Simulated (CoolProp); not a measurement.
Vapour-liquid equilibrium of n-heptane (1) + p-xylene (2) at 43.05 °C; x and y are mole fractions of (1).

Model: multi-fluid Helmholtz-energy mixture model, Span 2003 and Zhou 2012; pair parameters Bell 2016, in CoolProp.

| x | bubble pressure, mixture model (MPa) | bubble pressure, Raoult's law (MPa) | y, mixture model | y, Raoult's law |
|---|---|---|---|---|
| 0.05 | 0.003902 | 0.003647 | 0.244 | 0.193 |
| 0.125 | 0.004999 | 0.004471 | 0.453 | 0.394 |
| 0.2 | 0.005988 | 0.005296 | 0.578 | 0.532 |
| 0.275 | 0.006894 | 0.006120 | 0.664 | 0.633 |
| 0.35 | 0.007736 | 0.006944 | 0.726 | 0.710 |
| 0.425 | 0.008528 | 0.007768 | 0.776 | 0.771 |
| 0.5 | 0.009285 | 0.008592 | 0.817 | 0.820 |
| 0.575 | 0.01002 | 0.009416 | 0.851 | 0.860 |
| 0.65 | 0.01073 | 0.01024 | 0.882 | 0.894 |
| 0.725 | 0.01144 | 0.01106 | 0.910 | 0.923 |
| 0.8 | 0.01215 | 0.01189 | 0.936 | 0.948 |
| 0.875 | 0.01287 | 0.01271 | 0.961 | 0.970 |
| 0.95 | 0.01359 | 0.01354 | 0.985 | 0.989 |

The largest gap from Raoult's law is +13.1 % in bubble pressure, at x = 0.2. No azeotrope shows between x = 0.05 and 0.95.

Pair parameters are fitted to limited data, so mixtures are less certain than the pure fluids.
